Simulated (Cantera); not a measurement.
A perfectly stirred reactor is fed with 50.0 % CH4, 50.0 % CO2, at 0.987 atm; it is held at 1650 K, and followed from long to short residence time.

Cantera simulation using GRI-Mech 3.0 (53 species, 325 reactions); the numbers are that mechanism's predictions, not measurements.

One state of this run: x CH4 = 0.0889; x CO2 = 0.130; x CH2 = 7.53e-8; x C2H = 7.49e-8; x H2O2 = <1e-12. x: mole fraction; the columns are a selection and need not sum to one.

Task: Which value of τ (s) does it belong to?
A. 0.0027
B. 2.0
C. 0.22
D. 0.0080

Result: C, 0.22
